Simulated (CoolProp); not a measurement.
Dimethyl carbonate along the isobar 11.5 MPa: Z from the reference equation and from simpler models built on Tc = 283.9 °C, pc = 4.909 MPa, ω = 0.346; each cubic takes its own stable root.

Values from CoolProp's reference Helmholtz-energy equation of state, Zhou 2011.

| T (°C) | phase | reference | van der Waals | Redlich-Kwong | Soave-Redlich-Kwong |
|---|---|---|---|---|---|
| 220.55 | liquid | 0.3163 | 0.4915 | 0.3693 | 0.3564 |
| 233.85 | liquid | 0.3176 | ? | 0.3714 | 0.3599 |
| 247.15 | liquid | 0.3200 | 0.4861 | 0.3747 | 0.3650 |
| 260.45 | liquid | 0.3240 | 0.4849 | 0.3794 | ? |
| 273.75 | liquid | 0.3302 | 0.4847 | 0.3856 | 0.3821 |
| 286.95 | supercritical | ? | 0.4856 | 0.3937 | 0.3950 |
| 300.25 | supercritical | 0.3524 | 0.4876 | 0.4040 | 0.4119 |
| 313.55 | supercritical | 0.3715 | 0.4910 | 0.4168 | ? |
| 326.85 | supercritical | 0.3978 | 0.4959 | ? | 0.4613 |

Q: Fill in the missing entries.

A: 
- 233.85, van der Waals: 0.4883
- 260.45, Soave-Redlich-Kwong: 0.3723
- 286.95, reference: 0.3392
- 313.55, Soave-Redlich-Kwong: 0.4337
- 326.85, Redlich-Kwong: 0.4326
